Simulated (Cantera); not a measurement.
An adiabatic, constant-pressure homogeneous reactor starts with CO : H₂ : O₂ : N₂ : H₂O = 1 : 0.16 : 0.322 : 1.21 : 0.67 (molar parts), at 1173 K and 1.01 bar.

Detailed kinetics in Cantera: GRI-Mech 3.0 (53 species, 325 reactions).

x: mole fraction; the columns are a selection and need not sum to one.

| t (s) | T (K) | x CO | x H₂ | x O₂ | x NO₂ | x N₂O | x O | x CO₂ |
|---|---|---|---|---|---|---|---|---|
| 2.00e-6 | 1173 | 0.297 | 0.0476 | 0.0958 | <1e-12 | <1e-12 | 1.49e-9 | 2.03e-9 |
| 5.70e-6 | 1173 | 0.297 | 0.0476 | 0.0958 | <1e-12 | <1e-12 | 3.67e-9 | 7.46e-9 |
| 1.62e-5 | 1173 | 0.297 | 0.0476 | 0.0958 | <1e-12 | <1e-12 | ? | ? |
| 4.62e-5 | 1173 | 0.297 | 0.0476 | 0.0958 | <1e-12 | <1e-12 | 2.22e-7 | 9.94e-7 |
| 0.000132 | 1207 | 0.295 | 0.0434 | 0.0922 | 3.64e-12 | 1.88e-9 | 0.000578 | 0.00321 |
| 0.000375 | 2291 | 0.148 | 0.0340 | 0.00666 | 2.40e-9 | 3.87e-8 | 0.00238 | 0.174 |
| 0.00107 | 2432 | 0.143 | 0.0306 | 0.00193 | 6.25e-9 | 4.02e-8 | 0.000604 | 0.183 |
| 0.00304 | 2451 | 0.143 | 0.0303 | 0.00134 | ? | 3.95e-8 | 0.000416 | 0.184 |
| 0.00866 | 2450 | 0.143 | 0.0303 | 0.00132 | 2.78e-8 | 3.99e-8 | 0.000409 | 0.184 |
| 0.0247 | 2448 | 0.143 | 0.0304 | 0.00128 | 5.89e-8 | 4.21e-8 | 0.000399 | 0.184 |
| 0.0702 | 2447 | 0.143 | 0.0305 | 0.00125 | 8.19e-8 | 4.50e-8 | 0.000391 | 0.184 |
| 0.200 | 2446 | 0.143 | 0.0305 | 0.00125 | 8.36e-8 | 4.53e-8 | 0.000391 | 0.184 |

Question: What belongs in the gaps?

Answer: 
- 1.62e-5, x O: 1.35e-8
- 1.62e-5, x CO₂: 4.34e-8
- 0.00304, x NO₂: 1.23e-8
